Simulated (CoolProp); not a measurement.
A single-stage vapour-compression cycle with ethylene: evaporating at 208.15 K (dew point), condensing at 260.15 K (bubble point), superheat 2 K, subcooling 0 K, compressor efficiency 0.6, no pressure losses. Each further row changes one setting.

Computed with CoolProp (reference Helmholtz-energy equation of state, Smukala 2000).

```json
[
 {"case": "as stated", "cooling COP": "1.57", "pressure ratio": "4.80", "discharge temperature (K)": "338.6", "refrigerating effect (kJ/kg)": "265", "volumetric capacity (kJ/m³)": "3020"},
 {"case": "evaporating temperature 213.15 K", "cooling COP": "1.83", "pressure ratio": "(withheld)", "discharge temperature (K)": "328.7", "refrigerating effect (kJ/kg)": "268", "volumetric capacity (kJ/m³)": "(withheld)"},
 {"case": "condensing temperature 255.15 K", "cooling COP": "1.84", "pressure ratio": "4.24", "discharge temperature (K)": "327.8", "refrigerating effect (kJ/kg)": "283", "volumetric capacity (kJ/m³)": "3220"},
 {"case": "subcooling 5 K", "cooling COP": "1.68", "pressure ratio": "4.80", "discharge temperature (K)": "338.6", "refrigerating effect (kJ/kg)": "284", "volumetric capacity (kJ/m³)": "3230"},
 {"case": "superheat 12 K", "cooling COP": "1.56", "pressure ratio": "4.80", "discharge temperature (K)": "352.3", "refrigerating effect (kJ/kg)": "281", "volumetric capacity (kJ/m³)": "(withheld)"},
 {"case": "compressor efficiency 0.5", "cooling COP": "1.31", "pressure ratio": "4.80", "discharge temperature (K)": "355.9", "refrigerating effect (kJ/kg)": "265", "volumetric capacity (kJ/m³)": "3020"}
]
```

### Question
What belongs in the gaps?

### Answer

- evaporating temperature 213.15 K, pressure ratio: 4.00
- evaporating temperature 213.15 K, volumetric capacity (kJ/m³): 3650
- superheat 12 K, volumetric capacity (kJ/m³): 2990
